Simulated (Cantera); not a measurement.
Charge: 1 mol Zr, 4.6 mol O2, held at 0.00133 bar.

These are equilibrium values from Cantera (NASA tables, ideal gas, pure condensed phases), not measurements of a reactor. Candidate condensed phases: Zr, ZrO2; 6 gas species. Rates play no part.

Which condensed phases are stable at each of these points (T (°C)): 800, 875, 950, 1025, 1100, 1175, 1250, 1325, 1400, 1475?


```json
[
 {"T (°C)": "800", "condensed phases": "ZrO2(monoclinic)", "Zr condensed (%)": "100.0"},
 {"T (°C)": "875", "condensed phases": "ZrO2(monoclinic)", "Zr condensed (%)": "100.0"},
 {"T (°C)": "950", "condensed phases": "ZrO2(monoclinic)", "Zr condensed (%)": "100.0"},
 {"T (°C)": "1025", "condensed phases": "ZrO2(monoclinic)", "Zr condensed (%)": "100.0"},
 {"T (°C)": "1100", "condensed phases": "ZrO2(monoclinic)", "Zr condensed (%)": "100.0"},
 {"T (°C)": "1175", "condensed phases": "ZrO2(monoclinic)", "Zr condensed (%)": "100.0"},
 {"T (°C)": "1250", "condensed phases": "ZrO2(tetragonal)", "Zr condensed (%)": "100.0"},
 {"T (°C)": "1325", "condensed phases": "ZrO2(tetragonal)", "Zr condensed (%)": "100.0"},
 {"T (°C)": "1400", "condensed phases": "ZrO2(tetragonal)", "Zr condensed (%)": "100.0"},
 {"T (°C)": "1475", "condensed phases": "ZrO2(tetragonal)", "Zr condensed (%)": "100.0"}
]
```

From 800 °C to 1175 °C the condensed part is ZrO2(monoclinic). From 1250 °C to 1475 °C the condensed part is ZrO2(tetragonal).
